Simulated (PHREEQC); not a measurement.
Solution (25 °C): 0.07 mol/kgw TMAH, 1.7e-06 mol/kgw H4SiO4 and 0.00013 mol/kgw Na2CO3. Closed to the air; pH follows from the charge balance.

Equilibrium calculation in PHREEQC: ion-association model, phreeqc.dat.

- pH = 12.74
- ionic strength = 0.0704 mol/kgw
- total alkalinity = 70.3 meq/kg

```json
[
 {"species": "OH-", "molality": "0.0700", "activity": "0.0551", "log γ": "-0.104"},
 {"species": "(CH3)4N+", "molality": "0.0700", "activity": "0.0556", "log γ": "-0.100"},
 {"species": "Na+", "molality": "0.000260", "activity": "0.000209", "log γ": "-0.094"},
 {"species": "CO3-2", "molality": "0.000130", "activity": "5.55e-5", "log γ": "-0.368"},
 {"species": "H3SiO4-", "molality": "1.01e-6", "activity": "7.99e-7", "log γ": "-0.100"},
 {"species": "H2SiO4-2", "molality": "6.93e-7", "activity": "2.97e-7", "log γ": "-0.368"},
 {"species": "NaCO3-", "molality": "2.70e-7", "activity": "2.16e-7", "log γ": "-0.096"},
 {"species": "HCO3-", "molality": "2.68e-7", "activity": "2.17e-7", "log γ": "-0.092"}
]
```

Precipitation was switched off in this run. (CH3)4N+ isn't in the database: it is added as a free cation with an ion size of 4 Å.
